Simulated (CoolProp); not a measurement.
The numbers come from the reference Helmholtz-energy equation of state, Akasaka 2015 in CoolProp.

For R245fa, give the phase and the Z, cv (kJ/(kg K)), Joule-Thomson coefficient (K/MPa), isothermal compressibility (1/MPa) at 440 K and 0.799 MPa.


- 440 K and 0.799 MPa: gas; Z 0.932, cv 1.06, Joule-Thomson coefficient 8.24, isothermal compressibility 1.35
